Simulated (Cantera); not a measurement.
Input: 1 mol Mg(OH)₂, 0.047 mol H₂O, at 0.133 bar.

These are equilibrium values from Cantera (NASA tables, ideal gas, pure condensed phases), not measurements of a reactor. Candidate condensed phases: H₂O, Mg, MgO, Mg(OH)₂; 15 gas species. Rates play no part. All values below are at 900 K.

Base state: H₂O 1.00 (mole fractions); condensed: MgO(s).

**Question.** What changes in the equilibrium state with this change: Mg(OH)₂ replaced by MgCO₃?

**Answer.** 
```csv
species,before,after
CO₂,0,0.955
H₂O,1.00,0.0449
"MgO(s), mol",1.00,1.00
```
Further candidate phases: C, C₆H₆, C₇H₈, C₈H₁₈, MgCO₃.
